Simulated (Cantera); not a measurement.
## Pyrogenic steam for wet oxidation

A perfectly stirred reactor is fed with 7.10 % H₂, 5.46 % O₂, 87.4 % N₂, equivalence ratio 0.65, at 750 Torr; it is held at 1198 K, and followed from long to short residence time.

Cantera simulation using the H2/O2 subset of GRI-Mech 3.0, which has no nitrogen chemistry; the numbers are that mechanism's predictions, not measurements. The temperature is held fixed by assumption; the heat of reaction is taken as removed at once.

| τ (s) | x H₂ | x O₂ | x H₂O₂ | x O | x H | x HO₂ | x H₂O |
|---|---|---|---|---|---|---|---|
| 1.1 | 7.59e-5 | 0.0198 | 2.13e-7 | 7.38e-6 | 2.18e-6 | 2.16e-6 | 0.0735 |
| 0.37 | 0.000156 | 0.0199 | 3.64e-7 | 1.60e-5 | 6.47e-6 | 3.73e-6 | 0.0734 |
| 0.13 | 0.000307 | 0.0199 | 5.83e-7 | 3.36e-5 | 1.83e-5 | 5.71e-6 | 0.0733 |
| 0.044 | 0.000604 | 0.0201 | 8.85e-7 | 7.07e-5 | 5.31e-5 | 8.00e-6 | 0.0729 |
| 0.015 | 0.00116 | 0.0203 | 1.24e-6 | 0.000144 | 0.000152 | 1.02e-5 | 0.0722 |
| 0.0052 | 0.00215 | 0.0207 | 1.59e-6 | 0.000281 | 0.000416 | 1.20e-5 | 0.0710 |
| 0.0018 | 0.00392 | 0.0216 | 1.87e-6 | 0.000527 | 0.00109 | 1.36e-5 | 0.0687 |
| 0.00062 | 0.00702 | 0.0232 | 2.03e-6 | 0.000944 | 0.00266 | 1.51e-5 | 0.0644 |
| 0.00022 | 0.0121 | 0.0260 | 2.05e-6 | 0.00154 | 0.00559 | 1.67e-5 | 0.0574 |
x: mole fraction; the columns are a selection and need not sum to one.
